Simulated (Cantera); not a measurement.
Equilibrium for silicon oxide and oxynitride deposition: SiF₄ + NO + N₂

Input: 1 mol SiF₄, 5.4 mol NO, a varied amount of N₂, at 1652 °C and 100000 Pa.

Equilibrium computed with Cantera from the NASA thermochemical tables; the gas is ideal and each condensed phase is pure. Candidate condensed phases: Si, SiO₂, Si₂N₂O, Si₃N₄; 28 gas species. The tables' values for SiF₃ are old estimates; treat these amounts as uncertain. Equilibrium is a limit: real reactors are often held back by kinetics, nucleation or transport.

```tsv
n(N₂) (mol)	x N₂	x O₂	x SiF₄	x NO	x O	x F	x SiF₃
8.5	0.749	0.178	0.0671	0.00555	0.000155	2.53e-5	1.97e-5
13	0.807	0.137	0.0515	0.00504	0.000136	2.22e-5	1.73e-5
20	0.858	0.1000	0.0379	0.00445	0.000116	1.90e-5	1.49e-5
30	0.896	0.0722	0.0275	0.00387	9.89e-5	1.61e-5	1.27e-5
46	0.928	0.0498	0.0191	0.00327	8.21e-5	1.34e-5	1.06e-5
70	0.950	0.0339	0.0131	0.00273	6.78e-5	1.11e-5	8.77e-6
110	0.967	0.0221	0.00858	0.00222	5.46e-5	8.98e-6	7.12e-6
160	0.977	0.0153	0.00600	0.00186	4.55e-5	7.49e-6	5.97e-6
```
x: gas mole fraction; nothing condenses.

From 8.5 mol N₂ to 160 mol N₂ nothing is condensed. The main Si-bearing gas is SiF₄ throughout.
